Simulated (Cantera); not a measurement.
Input (Python, Cantera) and output of one run.

```python
import numpy as np
import cantera as ct

gas_names = [...]  # 110 gases of nasa_gas.yaml made of C, H, O
cond_names = """
    C(gr) C6H6(L) C7H8(L) C8H18(L),n-octa H2O(s) H2O(L)
""".split()


# ... load() reads the species with a 1 bar reference pressure and builds the phases ...
atoms = {
    'C': {'C': 1},
    'H2O': {'H': 2, 'O': 1},
    'H2': {'H': 2},
}
top_T = {'C(gr)': 4500}  # K; cautious upper limits of use, not melting points


# ... equilibrate(T, P, feed) seeds the gas with the atoms and calls Mixture.equilibrate('TP', solver="vcs", rtol=1e-11, max_steps=5000) ...
results = []
feed = {'C': 1, 'H2O': 0.32, 'H2': 51}  # mol
T = 3073  # K
P = 590  # Pa
mix = equilibrate(T, P, feed)
results.append((T, P, feed, dict(zip(mix.species_names, mix.species_moles))))
print(gas.report(threshold=0.001))
for i in range(1, mix.n_phases):
    print(f"{mix.phase(i).name:16s} {mix.phase_moles(i):12.5e} mol")
```

Output:

```
       temperature   3073 K
          pressure   590 Pa
           density   3.0103e-05 kg/m^3
  mean mol. weight   1.3036 kg/kmol
   phase of matter   gas

                          1 kg             1 kmol
                     ---------------   ---------------
          enthalpy        1.9611e+08        2.5566e+08  J
   internal energy        1.7651e+08        2.3011e+08  J
           entropy        1.6488e+05        2.1494e+05  J/K
    Gibbs function       -3.1057e+08       -4.0487e+08  J
 heat capacity c_p             17519             22838  J/K
 heat capacity c_v             11141             14524  J/K

                      mass frac. Y      mole frac. X     chem. pot. / RT
                     ---------------   ---------------   ---------------
                 C          0.028329         0.0030748           -5.4643
                CO          0.074327         0.0034593           -44.373
                 H            0.6764           0.87478           -14.106
                H2           0.18074           0.11687           -28.213
     [ +106 minor]          0.040212         0.0018149

C(gr)             0.00000e+00 mol
```

Cantera equilibrium calculation (NASA polynomials, part measured and part estimated; ideal gas, pure solids and liquids).
